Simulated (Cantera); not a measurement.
Low-pressure radical oxidation in H2/O2

A perfectly stirred reactor is fed with 9.21 % H2, 65.8 % O2, 25.0 % N2, equivalence ratio 0.070, at 1.88 Torr; it is held at 1248 K, and followed from long to short residence time.

Model: GRI-Mech 3.0 (53 species, 325 reactions), integrated in Cantera. Radical loss at walls, strong at low pressure, is not modelled. The temperature is held fixed by assumption; the heat of reaction is taken as removed at once.

```json
[
 {"τ (s)": "0.68", "x H2": "0.00219", "x O2": "0.613", "x NO": "5.24e-7", "x H": "0.0117", "x N2O": "5.36e-10", "x HO2": "6.90e-7", "x NO2": "2.27e-12"},
 {"τ (s)": "0.34", "x H2": "0.00272", "x O2": "0.607", "x NO": "4.33e-7", "x H": "0.0160", "x N2O": "4.79e-10", "x HO2": "7.01e-7", "x NO2": "1.60e-12"},
 {"τ (s)": "0.17", "x H2": "0.00327", "x O2": "0.602", "x NO": "2.98e-7", "x H": "0.0196", "x N2O": "4.34e-10", "x HO2": "7.03e-7", "x NO2": "<1e-12"},
 {"τ (s)": "0.082", "x H2": "0.00402", "x O2": "0.599", "x NO": "1.73e-7", "x H": "0.0222", "x N2O": "3.89e-10", "x HO2": "7.05e-7", "x NO2": "<1e-12"},
 {"τ (s)": "0.041", "x H2": "0.00516", "x O2": "0.599", "x NO": "9.34e-8", "x H": "0.0239", "x N2O": "3.38e-10", "x HO2": "7.07e-7", "x NO2": "<1e-12"},
 {"τ (s)": "0.020", "x H2": "0.00732", "x O2": "0.600", "x NO": "4.56e-8", "x H": "0.0251", "x N2O": "2.68e-10", "x HO2": "7.09e-7", "x NO2": "<1e-12"},
 {"τ (s)": "0.010", "x H2": "0.0111", "x O2": "0.603", "x NO": "2.11e-8", "x H": "0.0256", "x N2O": "1.90e-10", "x HO2": "7.07e-7", "x NO2": "<1e-12"},
 {"τ (s)": "0.0050", "x H2": "0.0180", "x O2": "0.609", "x NO": "8.75e-9", "x H": "0.0248", "x N2O": "1.14e-10", "x HO2": "6.93e-7", "x NO2": "<1e-12"},
 {"τ (s)": "0.0025", "x H2": "0.0299", "x O2": "0.618", "x NO": "2.98e-9", "x H": "0.0218", "x N2O": "5.58e-11", "x HO2": "6.54e-7", "x NO2": "<1e-12"},
 {"τ (s)": "0.0012", "x H2": "0.0513", "x O2": "0.632", "x NO": "5.76e-10", "x H": "0.0146", "x N2O": "1.83e-11", "x HO2": "5.69e-7", "x NO2": "<1e-12"}
]
```
x: mole fraction; the columns are a selection and need not sum to one.
